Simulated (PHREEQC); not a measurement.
A solution holds 0.0084 mol HF, 0.22 mol (CH3)4NF, 0.00023 mol H2SiF6 and 0.00019 mol HCl per kg of water, at 25 °C. It is in equilibrium with CO2 at log p = -2 (atm). Otherwise closed; pH follows from the charge balance.

Equilibrium calculation in PHREEQC: ion-association model, phreeqc.dat.

| quantity | before | after |
|---|---|---|
| pH | 4.64 | 4.60 |
| HF (mol/kgw) | 0.00497 | 7.91e-5 |
| HF2- (mol/kgw) | 0.00406 | 6.73e-7 |
| HCO3- (mol/kgw) | 8.77e-6 | 6.35e-6 |
| (CO2)2 (mol/kgw) | 2.02e-9 | 2.12e-9 |
| SI of Quartz (SiO2) | -6.91 | -1.66 |

Q: What was changed between the two runs?
A) HF from 0.0084 to 0.0126 mol/kgw
B) diluted 100-fold with water
C) temperature from 25 to 10 °C
D) temperature from 25 to 55 °C
E) (CH3)4NF from 0.22 to 0.198 mol/kgw

A: B, diluted 100-fold with water

No solid was allowed to form. (CH3)4N+ isn't in the database: it is added as a free cation with an ion size of 4 Å. SiF6-2 is the database's only silicon fluoride.
